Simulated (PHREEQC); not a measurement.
Consider water at 25 °C with 1.1 mol/kgw LiCl, 0.059 mol/kgw Na2SO4 and 0.00038 mol/kgw H4SiO4. Closed to the air; pH follows from the charge balance.

Model: Pitzer model, pitzer.dat, run in PHREEQC.

Precipitation was switched off in this run.

Task: What pH, density, activity of water does the model give?

Result: pH 6.44; density 1.030 g/cm³; activity of water 0.958.

In brines, pH and single-ion activities rest on the MacInnes convention.
